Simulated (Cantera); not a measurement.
**Premixed flame**

A freely propagating, adiabatic, planar premixed flame of H2 : O2 : N2 = 1 : 0.357 : 1.07 (molar parts), equivalence ratio 1.4, unburnt at 700 K and 100.0 Torr; mixture-averaged transport, grid criteria slope 0.08 and curve 0.16, no radiation.

Cantera simulation using the H2/O2 subset of GRI-Mech 3.0, which has no nitrogen chemistry; the numbers are that mechanism's predictions, not measurements. Burning velocities carry a grid error of a few per cent, more on coarse grids.

```csv
z (mm),T (K),u (m/s),x H2,x O2,x OH,x HO2,x H2O2,x O
-19.1,700,10.4,0.412,0.147,<1e-8,<1e-8,<1e-8,<1e-8
-12.7,700,10.4,0.412,0.147,<1e-8,<1e-8,<1e-8,<1e-8
-9.56,700,10.4,0.412,0.147,<1e-8,<1e-8,<1e-8,<1e-8
-6.37,700,10.4,0.412,0.147,<1e-8,5.08e-7,<1e-8,1.45e-8
-3.19,706,10.5,0.411,0.147,1.74e-5,3.52e-5,1.15e-7,1.49e-5
-1.59,793,11.7,0.388,0.143,0.000256,2.82e-5,1.75e-7,0.000454
0,1158,16.7,0.214,0.0831,0.00407,1.32e-5,5.98e-7,0.00918
1.59,1426,20.2,0.102,0.0209,0.00908,3.21e-6,6.03e-7,0.0136
3.19,1537,21.7,0.101,0.0160,0.0114,2.17e-6,4.89e-7,0.0135
6.37,1673,23.3,0.108,0.0141,0.0142,1.65e-6,3.17e-7,0.0130
12.7,1833,25.3,0.115,0.0120,0.0170,1.21e-6,1.72e-7,0.0118
25.5,2006,27.3,0.121,0.00959,0.0193,8.75e-7,8.94e-8,0.00979
51.0,2183,29.2,0.125,0.00714,0.0202,6.73e-7,5.10e-8,0.00741
```
x: mole fraction of selected species; z is measured from the peak of heat release.

```json
{
 "laminar_burning_velocity": "1040 cm/s",
 "thermal_thickness": "6.37 mm",
 "peak x(OH)": "0.0203",
 "peak x(HO2)": "3.55e-5",
 "peak x(H2O2)": "6.78e-7",
 "peak x(O)": "0.0136"
}
```
